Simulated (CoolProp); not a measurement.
Computed with CoolProp (reference Helmholtz-energy equation of state, Lemmon 2006). It is a short technical equation, of lower accuracy than the large ones.

**Question.** For CH3F (R41), give the phase and the density (kg/m³), cp (kJ/(kg K)), expansivity (1/kK), fugacity coefficient at 401 K and 2.01 MPa.

**Answer.** 
- 401 K and 2.01 MPa: gas; density 21.9, cp 1.42, expansivity 3.08, fugacity coefficient 0.940
